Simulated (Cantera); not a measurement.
Input (Python, Cantera):

```python
import numpy as np
import cantera as ct

gas = ct.Solution("gri30.yaml")
gas.TPX = 1075, 100000, {'N2O': 1, 'N2': 0.33}
reactor = ct.IdealGasConstPressureReactor(gas, energy="off", clone=False)
net = ct.ReactorNet([reactor])
net.rtol, net.atol = 1e-08, 1e-18
show = ['N2O', 'O', 'N2', 'O2', 'NO']
times = np.geomspace(1e-06, 50, 12)

steps = ct.SolutionArray(gas, extra=["t"])
rows = []
print(f"{'t/s':>10s}{'T/K':>9s}{'P/Pa':>11s}" + "".join(f"{s:>11s}" for s in show))
for t in times:
    while net.time < t:
        t_next = net.step()
        steps.append(gas.state, t=t_next)
    rows.append([np.interp(t, steps.t, y) for y in (steps.T, steps.P, *steps(*show).X.T)])
    print(f"{t:10.3e}{rows[-1][0]:9.1f}{rows[-1][1]:11.4g}" + "".join(f"{x:11.3e}" for x in rows[-1][2:]))
rate = np.gradient(steps.T, steps.t)
print("integrator steps:", len(steps.t))
if steps.T.max() > steps.T[0] + 200:
    print(f"time of steepest temperature rise: {steps.t[rate.argmax()]:.4e} s")
gas.TPX = 1075, 100000, {'N2O': 1, 'N2': 0.33}
gas.equilibrate("TP")
print(f"equilibrium (TP): T = {gas.T:.1f} K  " + "  ".join(f"{s} {gas[s].X[0]:.3e}" for s in show))
```

Result:

```
       t/s      T/K       P/Pa        N2O          O         N2         O2         NO
 1.000e-06   1075.0      1e+05  7.519e-01  1.475e-08  2.481e-01  5.584e-10  7.170e-11
 5.011e-06   1075.0      1e+05  7.519e-01  6.339e-08  2.481e-01  1.267e-08  1.627e-09
 2.511e-05   1075.0      1e+05  7.519e-01  1.667e-07  2.481e-01  2.053e-07  2.636e-08
 1.258e-04   1075.0      1e+05  7.519e-01  1.930e-07  2.481e-01  1.633e-06  2.096e-07
 6.304e-04   1075.0      1e+05  7.519e-01  1.930e-07  2.481e-01  8.907e-06  1.144e-06
 3.159e-03   1075.0      1e+05  7.517e-01  1.930e-07  2.482e-01  4.536e-05  5.823e-06
 1.583e-02   1075.0      1e+05  7.512e-01  1.929e-07  2.485e-01  2.279e-04  2.923e-05
 7.931e-02   1075.0      1e+05  7.485e-01  1.927e-07  2.502e-01  1.139e-03  1.457e-04
 3.974e-01   1075.0      1e+05  7.354e-01  1.908e-07  2.583e-01  5.632e-03  7.141e-04
 1.991e+00   1075.0      1e+05  6.745e-01  1.815e-07  2.957e-01  2.642e-02  3.297e-03
 9.978e+00   1075.0      1e+05  4.598e-01  1.441e-07  4.281e-01  1.001e-01  1.177e-02
 5.000e+01   1075.0      1e+05  1.185e-01  5.675e-08  6.406e-01  2.192e-01  2.144e-02
integrator steps: 790
equilibrium (TP): T = 1075.0 K  N2O 5.464e-09  O 6.900e-10  N2 7.267e-01  O2 2.732e-01  NO 7.421e-05
```

Computed with Cantera and GRI-Mech 3.0 (53 species, 325 reactions). GRI-Mech 3.0 was tuned for natural gas; its chemistry of N2O as a main component is partial and can be far from experiment. The mechanism lacks the step 2 NO + O2 → 2 NO2, which can matter for NO2 below about 1400 K. The temperature is held fixed by assumption; the heat of reaction is taken as removed at once.
